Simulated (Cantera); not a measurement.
**MgO + C + CO + CH4 (carbothermic reduction)**

Charge: 1 mol MgO, 1.5 mol C, 0.56 mol CO, 2.8 mol CH4, equilibrated at 0.0240 bar.

Cantera equilibrium calculation (NASA polynomials, part measured and part estimated; ideal gas, pure solids and liquids). Candidate condensed phases: C, C6H6, C7H8, C8H18, H2O, Mg, MgCO3, MgO, Mg(OH)2; 116 gas species. The tables' values for MgH are old estimates; treat these amounts as uncertain. Rates play no part.

```
T (K)  log p H2  log p CO  log p H  log p Mg  log p C2H2 (acetylene)  log p MgH  n C(graphite)
-----  --------  --------  -------  --------  ----------------------  ---------  -------------
1750      -1.78     -2.34    -4.53     -2.53                   -5.72      -5.31           3.30
1850      -1.78     -2.34    -4.16     -2.53                   -5.37      -5.28           3.30
1950      -1.79     -2.34    -3.83     -2.53                   -5.05      -5.25           3.29
2050      -1.79     -2.34    -3.54     -2.53                   -4.76      -5.23           3.29
2150      -1.80     -2.34    -3.27     -2.54                   -4.51      -5.21           3.28
2250      -1.81     -2.35    -3.03     -2.54                   -4.28      -5.19           3.26
2350      -1.82     -2.35    -2.81     -2.55                   -4.08      -5.19           3.24
2450      -1.84     -2.36    -2.62     -2.55                   -3.90      -5.19           3.21
2550      -1.88     -2.37    -2.44     -2.57                   -3.75      -5.20           3.16
```
log p: log10 of the partial pressure in bar; n: condensed amount in mol.

From 1750 K to 2550 K the condensed part is C(graphite). The main Mg-bearing gas is Mg throughout.
